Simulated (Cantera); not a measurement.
What does this Cantera script print?

```python
import numpy as np
import cantera as ct

gas_names = [...]  # 139 gases of nasa_gas.yaml made of C, H, N, O, Pb
cond_names = """
    C(gr) C6H6(L) C7H8(L) C8H18(L),n-octa H2O(s) H2O(L) Pb(cr) Pb(L) PbO(rd) PbO(yw) PbO(L) PbO2(s)
    Pb3O4(s)
""".split()


# ... load() reads the species with a 1 bar reference pressure and builds the phases ...
atoms = {
    'PbO': {'Pb': 1, 'O': 1},
    'CH4': {'C': 1, 'H': 4},
    'N2': {'N': 2},
}
top_T = {'C(gr)': 4500, 'Pb3O4(s)': 820}  # K; cautious upper limits of use, not melting points


# ... equilibrate(T, P, feed) seeds the gas with the atoms and calls Mixture.equilibrate('TP', solver="vcs", rtol=1e-11, max_steps=5000) ...
results = []
feed = {'PbO': 1, 'CH4': 0.33, 'N2': 3.4}  # mol
T = 1848.15  # K
for P in [10, 36, 130, 460, 1700, 6000, 22000, 77000, 280000, 1000000]:
    mix = equilibrate(T, P, feed)
    results.append((T, P, feed, dict(zip(mix.species_names, mix.species_moles))))

top = {s: max(r[3][s] / sum(r[3][g] for g in gas_names) for r in results) for s in gas_names}
cols = sorted((s for s in top if top[s] > 0.0001), key=lambda s: -top[s])[:8]
seen = [c for c in cond_names if any(r[3].get(c, 0) > 1e-12 for r in results)]
print("log10 of partial pressures in bar; condensed amounts in mol")
print(f"{'P/Pa':>10s}" + "".join(f"{s[:9]:>10s}" for s in cols + seen))
for T, P, feed, n in results:
    ng = sum(n[g] for g in gas_names)
    print(f"{P:10.4g}" + "".join(f"{np.log10(max(n[s] / ng * P / 1e5, 1e-99)):10.3f}" for s in cols)
          + "".join(f"{n.get(c, 0):10.4g}" for c in seen))
```

Output:

```
log10 of partial pressures in bar; condensed amounts in mol
      P/Pa        N2        Pb       H2O        CO       CO2        H2         H        OH     Pb(L)
        10    -4.203    -4.738    -5.048    -5.481    -5.556    -5.575    -6.063    -6.668         0
        36    -3.645    -4.180    -4.479    -4.927    -4.994    -5.014    -5.782    -6.380         0
       130    -3.087    -3.622    -3.915    -4.368    -4.436    -4.451    -5.501    -6.098         0
       460    -2.538    -3.073    -3.364    -3.819    -3.887    -3.898    -5.224    -5.823         0
      1700    -1.970    -2.505    -2.795    -3.250    -3.320    -3.328    -4.939    -5.539         0
      6000    -1.422    -1.957    -2.246    -2.702    -2.773    -2.779    -4.665    -5.265         0
   2.2e+04    -0.858    -1.393    -1.682    -2.138    -2.208    -2.214    -4.382    -4.983         0
   7.7e+04    -0.314    -0.850    -1.138    -1.594    -1.664    -1.670    -4.110    -4.711         0
   2.8e+05     0.274    -0.432    -0.549    -1.009    -1.074    -1.087    -3.818    -4.414    0.3222
     1e+06     0.872    -0.432     0.052    -0.415    -0.470    -0.495    -3.523    -4.109    0.8291
```

Method: chemical equilibrium by Gibbs-energy minimisation in Cantera with the NASA 1993 tables (ideal gas, pure condensed phases). Gases not in the tables: (PbO)n polymers.
